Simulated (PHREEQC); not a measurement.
Synthetic water in mg/L, 20 °C, pH 4.02, pe 10.5: Na 167; K 11.7; Ca 220; Mg 20.4; Cl 168; S(6) as SO4 904; Sr 3.28; Br 0.44; N(5) as NO3 11.2; Zn 7.36; Al 32.5.

Valence states are taken as typed.

The numbers come from PHREEQC with the ion-association model, wateq4f.dat.

The ionic strength comes out as 0.0305 mol/kgw. What activity coefficients do SO4-2, HSO4-, NO3-, NaSO4-, Sr+2 get?

SO4-2 0.53, HSO4- 0.85, NO3- 0.84, NaSO4- 0.86, Sr+2 0.54.

This is a speciation only: nothing precipitates in the calculation. Complexes and solids missing from the database can't appear.
